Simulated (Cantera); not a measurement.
A closed system holds: 1 mol C₆H₆, 99 mol H₂, 0.52 mol N₂, at 677 °C and 25.0 bar.

Equilibrium computed with Cantera from the NASA thermochemical tables; the gas is ideal and each condensed phase is pure. Candidate condensed phases: C, C₆H₆, C₇H₈, C₈H₁₈; 92 gas species. Rates play no part.

Base state: H₂ 0.932, CH₄ 0.0622, N₂ 0.00476, NH₃ 0.00128 (mole fractions); condensed: gas only.

What changes in the equilibrium state with this change: temperature from 677 °C to 2350 °C?


```csv
species,before,after
H₂,0.932,0.963
C₂H₂ (acetylene),<1e-9,0.0171
H,<1e-9,0.00827
CH₄,0.0622,0.00288
HCN,2.54e-9,0.00461
HNC,<1e-9,0.000617
CH₃,<1e-9,0.000432
"C(graphite), mol",0,1.50
```
